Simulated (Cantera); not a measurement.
# Equilibrium for aluminium and copper etching: Al + Cl2

Feed: 1 mol Al, 3.1 mol Cl2, held at 3.50 mbar.

Cantera equilibrium calculation (NASA polynomials, part measured and part estimated; ideal gas, pure solids and liquids). Candidate condensed phases: Al, AlCl3; 8 gas species. Kinetics and transport are ignored.

From 775 K to 1375 K nothing is condensed. The main Al-bearing gas is AlCl3 throughout.

```tsv
T (K)	x Cl2	x AlCl3	x Cl	x Al2Cl6	x AlCl2
775	0.617	0.380	6.82e-5	0.00300	<1e-12
850	0.615	0.384	0.000370	0.000606	<1e-12
925	0.614	0.384	0.00153	0.000159	1.41e-12
1000	0.611	0.384	0.00513	5.12e-5	2.65e-11
1075	0.604	0.382	0.0145	1.94e-5	3.30e-10
1150	0.587	0.378	0.0355	8.32e-6	2.96e-9
1225	0.553	0.370	0.0767	3.90e-6	2.03e-8
1300	0.496	0.356	0.148	1.93e-6	1.13e-7
1375	0.411	0.336	0.253	9.88e-7	5.27e-7
```
x: gas mole fraction; nothing condenses.
